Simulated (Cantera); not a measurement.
What does this Cantera script print?

```python
import numpy as np
import cantera as ct

gas_names = """
    Ca CaCL CaCL2 CaO Ca2 CL CLO CL2 O O2 O3
""".split()
cond_names = """
    Ca(a) Ca(b) Ca(L) CaCL2(s) CaCL2(L) CaO(s) CaO(L)
""".split()


# ... load() reads the species with a 1 bar reference pressure and builds the phases ...
atoms = {
    'CaO': {'Ca': 1, 'O': 1},
    'Cl2': {'CL': 2},
}
top_T = {}  # K; cautious upper limits of use, not melting points


# ... equilibrate(T, P, feed) seeds the gas with the atoms and calls Mixture.equilibrate('TP', solver="vcs", rtol=1e-11, max_steps=5000) ...
results = []
feed = {'CaO': 1, 'Cl2': 0.66}  # mol
P = 130  # Pa
for T in [1125, 1175, 1225, 1275, 1325, 1375, 1425, 1475]:
    mix = equilibrate(T, P, feed)
    results.append((T, P, feed, dict(zip(mix.species_names, mix.species_moles))))
    x = sorted(zip(gas.X, gas.species_names), reverse=True)
    print(f"T = {T:g} K  P = {P:g} Pa  gas = {mix.phase_moles(0):.4g} mol")
    print("   x: " + "  ".join(f"{s} {v:.3e}" for v, s in x if v > 1e-05))
    print("   condensed (mol): " + ("  ".join(f"{mix.phase(i).name} {mix.phase_moles(i):.4g}"
          for i in range(1, mix.n_phases) if mix.phase_moles(i) > 1e-12) or "none"))
```

Result:

```
T = 1125 K  P = 130 Pa  gas = 0.3306 mol
   x: O2 9.979e-01  CL 9.371e-04  CaCL2 8.417e-04  CL2 2.712e-04
   condensed (mol): CaCL2(L) 0.6595  CaO(s) 0.3402
T = 1175 K  P = 130 Pa  gas = 0.3316 mol
   x: O2 9.944e-01  CaCL2 2.981e-03  CL 2.183e-03  CL2 4.728e-04
   condensed (mol): CaCL2(L) 0.6585  CaO(s) 0.3405
T = 1225 K  P = 130 Pa  gas = 0.3345 mol
   x: O2 9.850e-01  CaCL2 9.441e-03  CL 4.730e-03  CL2 7.807e-04
   condensed (mol): CaCL2(L) 0.6558  CaO(s) 0.3411
T = 1275 K  P = 130 Pa  gas = 0.3419 mol
   x: O2 9.621e-01  CaCL2 2.711e-02  CL 9.588e-03  CL2 1.224e-03  CLO 1.164e-05
   condensed (mol): CaCL2(L) 0.6487  CaO(s) 0.3421
T = 1325 K  P = 130 Pa  gas = 0.361 mol
   x: O2 9.086e-01  CaCL2 7.135e-02  CL 1.823e-02  CL2 1.812e-03  CLO 1.978e-05
   condensed (mol): CaCL2(L) 0.6303  CaO(s) 0.3439
T = 1375 K  P = 130 Pa  gas = 0.4122 mol
   x: O2 7.912e-01  CaCL2 1.739e-01  CL 3.232e-02  CL2 2.488e-03  CLO 3.029e-05  O 1.570e-05
   condensed (mol): CaCL2(L) 0.5806  CaO(s) 0.3477
T = 1425 K  P = 130 Pa  gas = 0.5852 mol
   x: O2 5.495e-01  CaCL2 3.957e-01  CL 5.181e-02  CL2 2.957e-03  CLO 3.764e-05  O 2.853e-05
   condensed (mol): CaCL2(L) 0.4116  CaO(s) 0.3569
T = 1475 K  P = 130 Pa  gas = 1.005 mol
   x: CaCL2 6.218e-01  O2 3.109e-01  CL 6.499e-02  CL2 2.265e-03  O 4.439e-05  CLO 3.318e-05
   condensed (mol): CaO(s) 0.375
```

These are equilibrium values from Cantera (NASA tables, ideal gas, pure condensed phases), not measurements of a reactor. Mutual solubility and eutectic melting of coexisting phases are not modelled. Condensed phases not in the tables: oxide chlorides.
